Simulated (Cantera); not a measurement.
Charge: 1 mol SiHCl₃, 78 mol N₂, equilibrated at 0.133 bar.

Equilibrium computed with Cantera from the NASA thermochemical tables; the gas is ideal and each condensed phase is pure. Candidate condensed phases: NH₄Cl, Si, Si₃N₄; 28 gas species. N₂ is the only nitrogen source here; it is nearly inert below about 1500 K, so the nitride shown seldom forms there in practice. The tables' values for SiCl₃ are old estimates; treat these amounts as uncertain. Rates play no part.

x: gas mole fraction; n: condensed amount in mol.

```csv
T (K),x N₂,x HCl,x SiCl₂,x SiCl₄,x SiCl₃,n Si₃N₄(s)
1300,0.981,0.0117,0.000202,0.00609,0.000455,0.155
1375,0.981,0.0117,0.000773,0.00542,0.000955,0.144
1450,0.980,0.0117,0.00236,0.00412,0.00163,___
1525,0.978,0.0114,0.00543,0.00230,0.00205,___
1600,0.977,0.0109,0.00902,0.000829,0.00174,___
1675,0.976,0.0106,0.0110,0.000296,0.00125,0
1750,0.976,0.0109,0.0113,0.000167,0.00103,0
```

What belongs in the gaps?


- 1450, n Si₃N₄(s): 0.118
- 1525, n Si₃N₄(s): 0.0737
- 1600, n Si₃N₄(s): 0.0247
